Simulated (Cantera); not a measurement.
A closed system holds: 1 mol BN, 3.8 mol H₂, 0.5 mol N₂, 3.7 mol O₂, equilibrated at 1827 °C and 0.0410 bar.

These are equilibrium values from Cantera (NASA tables, ideal gas, pure condensed phases), not measurements of a reactor. Candidate condensed phases: B, BN, B₂O₃, B₃O₃H₃, H₂O; 39 gas species. The numbers say what is thermodynamically allowed, not how fast it happens.

Problem. What is the equilibrium state?

Solution. 
* **x(H₂O)**: 0.510
* **x(O₂)**: 0.158
* **x(N₂)**: 0.154
* **x(HBO₂)**: 0.141
* **x(OH)**: 0.0152
* **x(BO₂)**: 0.00509
* **x(B₂O₃)**: 0.00476
* **x(NO)**: 0.00381
* **x(H₂)**: 0.00376
* **gas amount**: 6.408 mol
* **log10 activity of B(s) (absent)**: -9.56
